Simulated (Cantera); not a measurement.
An isothermal, constant-pressure homogeneous reactor starts with CH4 : H2O = 0.42 : 3.4 (molar parts), at 1450 K and 100.0 Torr.

Detailed kinetics in Cantera: GRI-Mech 3.0 (53 species, 325 reactions).

**Question.** Predict: x(CH4) at 60.0 s; x(H2O) at 60.0 s; x(C2H4) at 60.0 s; x(C2H6) at 60.0 s; x(OH) at 60.0 s.

**Answer.** x(CH4) at 60.0 s: 0.0133 (gas-phase equilibrium 3.56e-10)
x(H2O) at 60.0 s: 0.650 (gas-phase equilibrium 0.599)
x(C2H4) at 60.0 s: 8.58e-5 (gas-phase equilibrium <1e-12)
x(C2H6) at 60.0 s: 1.11e-6 (gas-phase equilibrium <1e-12)
x(OH) at 60.0 s: 7.68e-7 (gas-phase equilibrium 6.72e-7)
